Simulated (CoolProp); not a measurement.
Saturation properties of n-perfluorobutane (Tc = 113.2 °C, pc = 2.322 MPa, ω = 0.372).

Model: reference Helmholtz-energy equation of state, Gao 2022, in CoolProp.

```json
[
 {"T (°C)": "-30.45", "p (MPa)": "0.02734", "liquid density (kg/m³)": "1695", "vapour density (kg/m³)": "(withheld)", "enthalpy of vaporisation (kJ/kg)": "106.6", "liquid cp (kJ/(kg K))": "1.069"},
 {"T (°C)": "-19.85", "p (MPa)": "0.04650", "liquid density (kg/m³)": "1658", "vapour density (kg/m³)": "5.400", "enthalpy of vaporisation (kJ/kg)": "103.3", "liquid cp (kJ/(kg K))": "1.082"},
 {"T (°C)": "-9.35", "p (MPa)": "0.07474", "liquid density (kg/m³)": "1622", "vapour density (kg/m³)": "8.432", "enthalpy of vaporisation (kJ/kg)": "99.97", "liquid cp (kJ/(kg K))": "(withheld)"},
 {"T (°C)": "1.25", "p (MPa)": "0.1154", "liquid density (kg/m³)": "(withheld)", "vapour density (kg/m³)": "12.71", "enthalpy of vaporisation (kJ/kg)": "96.51", "liquid cp (kJ/(kg K))": "1.109"},
 {"T (°C)": "11.75", "p (MPa)": "0.1707", "liquid density (kg/m³)": "1546", "vapour density (kg/m³)": "(withheld)", "enthalpy of vaporisation (kJ/kg)": "92.93", "liquid cp (kJ/(kg K))": "1.124"},
 {"T (°C)": "22.35", "p (MPa)": "0.2453", "liquid density (kg/m³)": "1506", "vapour density (kg/m³)": "(withheld)", "enthalpy of vaporisation (kJ/kg)": "89.12", "liquid cp (kJ/(kg K))": "1.141"},
 {"T (°C)": "32.85", "p (MPa)": "0.3412", "liquid density (kg/m³)": "1464", "vapour density (kg/m³)": "36.15", "enthalpy of vaporisation (kJ/kg)": "(withheld)", "liquid cp (kJ/(kg K))": "1.160"},
 {"T (°C)": "43.45", "p (MPa)": "0.4643", "liquid density (kg/m³)": "1419", "vapour density (kg/m³)": "(withheld)", "enthalpy of vaporisation (kJ/kg)": "80.66", "liquid cp (kJ/(kg K))": "1.183"},
 {"T (°C)": "53.95", "p (MPa)": "0.6165", "liquid density (kg/m³)": "1371", "vapour density (kg/m³)": "65.97", "enthalpy of vaporisation (kJ/kg)": "75.84", "liquid cp (kJ/(kg K))": "(withheld)"},
 {"T (°C)": "64.55", "p (MPa)": "0.8053", "liquid density (kg/m³)": "1318", "vapour density (kg/m³)": "87.94", "enthalpy of vaporisation (kJ/kg)": "70.39", "liquid cp (kJ/(kg K))": "1.248"},
 {"T (°C)": "75.05", "p (MPa)": "1.032", "liquid density (kg/m³)": "1257", "vapour density (kg/m³)": "116.7", "enthalpy of vaporisation (kJ/kg)": "64.16", "liquid cp (kJ/(kg K))": "1.300"},
 {"T (°C)": "85.65", "p (MPa)": "1.308", "liquid density (kg/m³)": "1185", "vapour density (kg/m³)": "156.6", "enthalpy of vaporisation (kJ/kg)": "56.62", "liquid cp (kJ/(kg K))": "1.387"}
]
```

### Question
Fill in the missing entries.

### Answer

- -30.45, vapour density (kg/m³): 3.284
- -9.35, liquid cp (kJ/(kg K)): 1.095
- 1.25, liquid density (kg/m³): 1584
- 11.75, vapour density (kg/m³): 18.45
- 22.35, vapour density (kg/m³): 26.16
- 32.85, enthalpy of vaporisation (kJ/kg): 85.08
- 43.45, vapour density (kg/m³): 49.23
- 53.95, liquid cp (kJ/(kg K)): 1.211

It boils at -2.0 °C under 1 atm.
